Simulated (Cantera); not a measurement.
Charge: 1 mol C2H2, 0.023 mol O2, 56 mol H2, equilibrated at 30.0 mbar.

These are equilibrium values from Cantera (NASA tables, ideal gas, pure condensed phases), not measurements of a reactor. Candidate condensed phases: C, C6H6, C7H8, C8H18, H2O; 110 gas species. Rates play no part.

**Question.** What share of the C ends up in condensed phases as a function of T (K), at 2373, 2398, 2423, 2448, 2473, 2498, 2523, 2548, 2573, 2598, 2623, 2648, 2673, 2698?

**Answer.** 
```tsv
T (K)	C condensed (%)	as
2373	63.8	C(graphite)
2398	59.9	C(graphite)
2423	55.5	C(graphite)
2448	50.8	C(graphite)
2473	45.7	C(graphite)
2498	40.1	C(graphite)
2523	34.2	C(graphite)
2548	27.8	C(graphite)
2573	20.9	C(graphite)
2598	13.5	C(graphite)
2623	5.5	C(graphite)
2648	0.0	-
2673	0.0	-
2698	0.0	-
```
